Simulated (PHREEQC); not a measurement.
0.068 g of hydrous ferric oxide (600 m²/g; 0.2 weak and 0.005 strong sites per Fe, Dzombak-Morel constants, diffuse double layer) in 1 kg of water with 0.3 mol/kgw of an inert sodium salt, at 25 °C; the pH is set by adding NaOH or the inert anion's acid. Oxygen is held at 0.21 atm. The system is closed to CO2. Nothing may precipitate in this run.

Base run: PHREEQC, ion-association model, wateq4f.dat. Each further column changes one thing. The table gives surface charge σ (C/m²).

| pH | base | background salt from 0.3 to 0.03 mol/kgw | oxide from 0.068 to 0.34 g/kgw | 8.3e-05 mol/kgw H3BO3 added |
|---|---|---|---|---|
| 3 | 0.368 | 0.350 | 0.368 | 0.368 |
| 3.38 | 0.365 | 0.329 | 0.365 | 0.365 |
| 4.12 | 0.343 | 0.257 | 0.343 | 0.343 |
| 4.5 | 0.318 | 0.213 | 0.318 | 0.318 |
| 4.88 | 0.282 | 0.170 | 0.282 | 0.282 |
| 5.62 | 0.196 | 0.101 | 0.196 | 0.196 |
| 6 | 0.154 | 0.074 | 0.154 | 0.154 |
| 6.38 | 0.116 | 0.053 | 0.116 | 0.116 |
| 7.12 | 0.058 | 0.024 | 0.058 | 0.058 |
| 7.5 | 0.034 | 0.014 | 0.034 | 0.034 |
| 7.88 | 0.012 | 0.005 | 0.012 | 0.012 |
| 8.62 | -0.028 | -0.011 | -0.028 | -0.028 |
| 9 | -0.051 | -0.021 | -0.051 | -0.051 |

The oxide is taken as insoluble; below pH 4 it would dissolve.
